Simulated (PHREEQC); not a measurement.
PHREEQC input (ion-association model, phreeqc.dat):

```
SOLUTION_SPECIES
  2 NO3- + 12 H+ + 10 e- = N2 + 6 H2O  # shut off: nitrate stays nitrate
    -log_k -100
    -delta_h 0
    -analytic -100
SOLUTION 1
  temp 25
  units mol/kgw
  pH 7 charge
  N(5) 0.0024
  Cl 0.0096
  Na 0.0078
  Mg 0.0009
SOLUTION 2
  temp 25
  units mol/kgw
  pH 7 charge
  N(5) 0.067
  Pb 0.015
  K 0.028
  Zn 0.0045
END
SELECTED_OUTPUT 1
  -reset false
  -pH true
  -pe true
  -ionic_strength true
  -water true
  -totals Cl K Mg N Na Pb Zn N(5) N(3) N(0)
    N(-3)
  -molalities H+ Mg+2 Na+ K+ Cl- NO3- Zn+2 Pb+2 OH- O2
    NO2- NH4+ NH3 MgOH+ NaOH ZnOH+ Zn(OH)2 Zn(OH)3- Zn(OH)4-2 ZnCl+
    ZnCl2 ZnCl3- ZnCl4-2 ZnOHCl PbOH+ Pb(OH)2 Pb(OH)3- Pb(OH)4-2 Pb2OH+3 PbCl+
    PbCl2 PbCl3- PbCl4-2 Pb3(OH)4+2 PbNO3+
  -saturation_indices Halite Sylvite Zn(OH)2(e) Pb(OH)2
PRINT
  -reset false
MIX 1
  1 1
  2 0
EQUILIBRIUM_PHASES 1
  O2(g) -0.68 10
END
# ... the last block is repeated for the other 20 points of share of solution B
```

Selected output (columns that matter, 21 of 21 rows; share of solution B added in front):

```
share of solution B	pH	mu	Cl	K	Mg	N	Na	Pb	Zn	m_H+	si_Halite	si_Sylvite	si_Zn(OH)2(e)	si_Pb(OH)2
0	2.6631	0.0129	0.0096	0	0.0009	0.0024	0.0078	0	0	0.0024	-5.7956	-1000	-1000	-1000
0.05	2.6893	0.016256	0.00912	0.0014	0.000855	0.00563	0.00741	0.00075	0.000225	0.00228	-5.857	-5.9129	-9.9911	-6.2202
0.1	2.7161	0.01961	0.00864	0.0028	0.00081	0.00886	0.00702	0.0015	0.00045	0.00216	-5.9187	-5.6506	-9.6532	-5.8843
0.15	2.7437	0.022959	0.00816	0.0042	0.000765	0.01209	0.00663	0.00225	0.000675	0.00204	-5.9816	-5.513	-9.4365	-5.6698
0.2	2.7726	0.0263	0.00768	0.0056	0.00072	0.01532	0.00624	0.003	0.0009	0.00192	-6.0463	-5.4268	-9.2671	-5.5027
0.25	2.8029	0.029633	0.0072	0.007	0.000675	0.01855	0.00585	0.00375	0.001125	0.0018	-6.1134	-5.3694	-9.1217	-5.3596
0.3	2.8349	0.032957	0.00672	0.0084	0.00063	0.02178	0.00546	0.0045	0.00135	0.00168	-6.1836	-5.3308	-8.9896	-5.2298
0.35	2.869	0.036272	0.00624	0.0098	0.000585	0.02501	0.00507	0.00525	0.001575	0.00156	-6.2574	-5.306	-8.8649	-5.1074
0.4	2.9055	0.039578	0.00576	0.0112	0.00054	0.02824	0.00468	0.006	0.0018	0.0014401	-6.3359	-5.292	-8.7435	-4.9883
0.45	2.9449	0.042874	0.00528	0.0126	0.000495	0.03147	0.00429	0.00675	0.002025	0.0013201	-6.4198	-5.2874	-8.6226	-4.8696
0.5	2.9878	0.046161	0.0048	0.014	0.00045	0.0347	0.0039	0.0075	0.00225	0.0012001	-6.5105	-5.2913	-8.4996	-4.7487
0.55	3.035	0.049438	0.00432	0.0154	0.000405	0.03793	0.00351	0.00825	0.002475	0.0010801	-6.6095	-5.3036	-8.3719	-4.6232
0.6	3.0874	0.052706	0.00384	0.0168	0.00036	0.04116	0.00312	0.009	0.0027	0.00096012	-6.7189	-5.3244	-8.2368	-4.4902
0.65	3.1466	0.055964	0.00336	0.0182	0.000315	0.04439	0.00273	0.00975	0.002925	0.00084015	-6.8417	-5.3548	-8.0909	-4.3463
0.7	3.2147	0.059214	0.00288	0.0196	0.00027	0.04762	0.00234	0.0105	0.00315	0.00072019	-6.982	-5.3963	-7.9295	-4.1868
0.75	3.295	0.062454	0.0024	0.021	0.000225	0.05085	0.00195	0.01125	0.003375	0.00060025	-7.1466	-5.4521	-7.7456	-4.0049
0.8	3.3928	0.065686	0.00192	0.0224	0.00018	0.05408	0.00156	0.012	0.0036	0.00048034	-7.3463	-5.5273	-7.5282	-3.7894
0.85	3.5185	0.068909	0.00144	0.0238	0.000135	0.05731	0.00117	0.01275	0.003825	0.00036048	-7.6019	-5.6319	-7.2566	-3.5197
0.9	3.6947	0.072124	0.00096	0.0252	9e-05	0.06054	0.00078	0.0135	0.00405	0.00024077	-7.9595	-5.789	-6.8852	-3.15
0.95	3.9922	0.075331	0.00048	0.0266	4.5e-05	0.06377	0.00039	0.01425	0.004275	0.00012163	-8.5669	-6.0722	-6.2723	-2.539
1	4.9158	0.078535	0	0.028	0	0.067	0	0.015	0.0045	1.4533e-05	-1000	-1000	-4.4083	-0.6771
```
